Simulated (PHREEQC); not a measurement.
Dissolve 0.0011 mol/kgw Pb(NO3)2, 8.6e-05 mol/kgw ZnCl2 and 0.0056 mol/kgw Na2SO4 at 20 °C. Closed to the air; pH follows from the charge balance.

All values are PHREEQC results (ion-association model, phreeqc.dat), not measurements.

```json
[
 {"quantity": "pH", "before": "5.64", "after": "5.93"},
 {"quantity": "ionic strength (mol/kgw)", "before": "0.0178", "after": "0.00195"},
 {"quantity": "Zn+2 (mol/kgw)", "before": "6.10e-5", "after": "7.94e-6"},
 {"quantity": "ZnOH+ (mol/kgw)", "before": "1.36e-8", "after": "4.32e-9"},
 {"quantity": "ZnCl+ (mol/kgw)", "before": "1.34e-8", "after": "2.42e-10"}
]
```

What was changed between the two runs?
A) Pb(NO3)2 from 0.0011 to 0.00055 mol/kgw
B) diluted 10-fold with water
C) Pb(NO3)2 replaced by Al(NO3)3 at the same molality
D) diluted 2-fold with water
E) Na2SO4 from 0.0056 to 0.00112 mol/kgw

B, diluted 10-fold with water

Precipitation was switched off in this run. Some of these states are supersaturated (in Anglesite, for instance).
